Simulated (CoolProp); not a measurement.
Vapour-liquid equilibrium of toluene (1) + n-nonane (2) at 371.4 K; x and y are mole fractions of (1).

Computed with CoolProp (multi-fluid Helmholtz-energy mixture model, Lemmon 2006 and Lemmon 2006; pair parameters Bell 2016).

```tsv
x	bubble pressure, mixture model (kPa)	bubble pressure, Raoult's law (kPa)	y, mixture model	y, Raoult's law
0.05	23.33	22.29	0.192	0.158
0.2	33.35	29.88	0.517	0.471
0.35	42.08	37.48	0.680	0.657
0.5	49.59	45.07	0.780	0.781
0.65	56.20	52.67	0.854	0.869
0.8	62.34	60.26	0.917	0.934
0.95	68.36	67.86	0.978	0.985
```

The largest gap from Raoult's law is +12.3 % in bubble pressure, at x = 0.35. No azeotrope shows between x = 0.05 and 0.95.

The pair parameters rest on a limited set of measurements; away from them the model extrapolates.
